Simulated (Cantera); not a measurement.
What does this Cantera script print?

```python
import numpy as np
import cantera as ct

gas = ct.Solution("gri30.yaml")
gas.TPX = 1273, 1400, {'N2O': 1}
reactor = ct.IdealGasConstPressureReactor(gas, energy="off", clone=False)
net = ct.ReactorNet([reactor])
net.rtol, net.atol = 1e-08, 1e-18
show = ['N2O', 'O2', 'NO', 'O', 'NO2', 'N2']
times = np.geomspace(3e-05, 200, 15)

steps = ct.SolutionArray(gas, extra=["t"])
rows = []
print(f"{'t/s':>10s}{'T/K':>9s}{'P/Pa':>11s}" + "".join(f"{s:>11s}" for s in show))
for t in times:
    while net.time < t:
        t_next = net.step()
        steps.append(gas.state, t=t_next)
    rows.append([np.interp(t, steps.t, y) for y in (steps.T, steps.P, *steps(*show).X.T)])
    print(f"{t:10.3e}{rows[-1][0]:9.1f}{rows[-1][1]:11.4g}" + "".join(f"{x:11.3e}" for x in rows[-1][2:]))
rate = np.gradient(steps.T, steps.t)
print("integrator steps:", len(steps.t))
if steps.T.max() > steps.T[0] + 200:
    print(f"time of steepest temperature rise: {steps.t[rate.argmax()]:.4e} s")
gas.TPX = 1273, 1400, {'N2O': 1}
gas.equilibrate("TP")
print(f"equilibrium (TP): T = {gas.T:.1f} K  " + "  ".join(f"{s} {gas[s].X[0]:.3e}" for s in show))
```

Result:

```
       t/s      T/K       P/Pa        N2O         O2         NO          O        NO2         N2
 3.000e-05   1273.0       1400  1.000e+00  1.797e-08  5.667e-09  4.562e-07  1.549e-18  4.950e-07
 9.216e-05   1273.0       1400  1.000e+00  1.597e-07  5.035e-08  1.281e-06  1.222e-16  1.625e-06
 2.831e-04   1273.0       1400  1.000e+00  1.266e-06  3.991e-07  3.037e-06  7.642e-15  5.768e-06
 8.697e-04   1273.0       1400  1.000e+00  7.691e-06  2.425e-06  4.926e-06  2.808e-13  2.152e-05
 2.672e-03   1273.0       1400  9.999e-01  3.210e-05  1.012e-05  5.320e-06  4.882e-12  7.458e-05
 8.208e-03   1273.0       1400  9.996e-01  1.081e-04  3.409e-05  5.322e-06  5.515e-11  2.386e-04
 2.521e-02   1273.0       1400  9.988e-01  3.415e-04  1.077e-04  5.322e-06  5.410e-10  7.421e-04
 7.746e-02   1273.0       1400  9.963e-01  1.057e-03  3.332e-04  5.322e-06  4.943e-09  2.285e-03
 2.380e-01   1273.0       1400  9.887e-01  3.239e-03  1.021e-03  5.322e-06  4.041e-08  6.995e-03
 7.310e-01   1273.0       1400  9.659e-01  9.807e-03  3.092e-03  5.321e-06  2.599e-07  2.117e-02
 2.246e+00   1273.0       1400  9.001e-01  2.877e-02  9.071e-03  5.320e-06  1.163e-06  6.208e-02
 6.899e+00   1273.0       1400  7.311e-01  7.743e-02  2.440e-02  5.313e-06  4.104e-06  1.671e-01
 2.119e+01   1273.0       1400  4.098e-01  1.700e-01  5.351e-02  5.287e-06  1.198e-05  3.667e-01
 6.510e+01   1273.0       1400  8.928e-02  2.624e-01  8.228e-02  5.083e-06  2.318e-05  5.660e-01
 2.000e+02   1273.0       1400  2.252e-03  2.879e-01  8.928e-02  1.873e-06  4.996e-05  6.205e-01
integrator steps: 1123
equilibrium (TP): T = 1273.0 K  N2O 2.818e-09  O2 3.331e-01  NO 3.852e-04  O 5.281e-07  NO2 6.948e-07  N2 6.665e-01
```

Computed with Cantera and GRI-Mech 3.0 (53 species, 325 reactions). GRI-Mech 3.0 was tuned for natural gas; its chemistry of N2O as a main component is partial and can be far from experiment. Radical loss at walls, strong at low pressure, is not modelled. The mechanism lacks the step 2 NO + O2 → 2 NO2, which can matter for NO2 below about 1400 K. The temperature is held fixed by assumption; the heat of reaction is taken as removed at once.
